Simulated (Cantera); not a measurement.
Input: 1 mol Al(CH3)3, 0.27 mol H2O, 97 mol N2, held at 1775 K.

These are equilibrium values from Cantera (NASA tables, ideal gas, pure condensed phases), not measurements of a reactor. Candidate condensed phases: Al, AlN, Al2O3, C, C6H6, C7H8, C8H18, H2O; 148 gas species. The feed counts by its element totals alone. The numbers say what is thermodynamically allowed, not how fast it happens.

Problem. What share of the Al ends up in condensed phases as a function of P (Pa), at 10, 63, 400, 2500, 16000, 100000?

Solution. 
```
P (Pa)  Al condensed (%)      as
------  ----------------  ------
10                   0.0       -
63                   0.0       -
400                 93.1  AlN(s)
2500                99.6  AlN(s)
16000              100.0  AlN(s)
100000             100.0  AlN(s)
```
